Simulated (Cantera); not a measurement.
Charge: 1 mol Si, 0.07 mol N₂O, 540 mol N₂, at 4.70 mbar.

Cantera equilibrium calculation (NASA polynomials, part measured and part estimated; ideal gas, pure solids and liquids). Candidate condensed phases: Si, SiO₂, Si₂N₂O, Si₃N₄; 16 gas species. The tables' values for SiN are old estimates; treat these amounts as uncertain. Rates play no part.

Problem. At 1875 K, list the 4 most abundant gas species with their mole fractions, and the condensed phases.

Solution. N₂ 0.998, Si 0.00156, SiO 0.000129, Si₂N 4.62e-5. Condensed: gas only.
